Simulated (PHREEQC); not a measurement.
Solution (65 °C): 0.17 mol NH3 and 1.1e-06 mol H4SiO4 per kg of water. Closed to the air; pH follows from the charge balance.

Model: ion-association model, phreeqc.dat, run in PHREEQC.

```csv
quantity,before,after
pH,10.15,6.45
ionic strength (mol/kgw),0.00186,3.55e-7
H4SiO4 (mol/kgw),1.45e-7,1.10e-6
SI of Quartz (SiO2),-3.37,-2.50
```

**Question.** Which change was made?
A) diluted 10-fold with water
B) NH3 from 0.17 to 0.255 mol/kgw
C) NH3 from 0.17 to 0.34 mol/kgw
D) NH3 left out
E) temperature from 65 to 85 °C

**Answer.** D, NH3 left out

Precipitation was switched off in this run. At this temperature some constants are extrapolated from 25 °C, and those without enthalpy data are left unchanged.
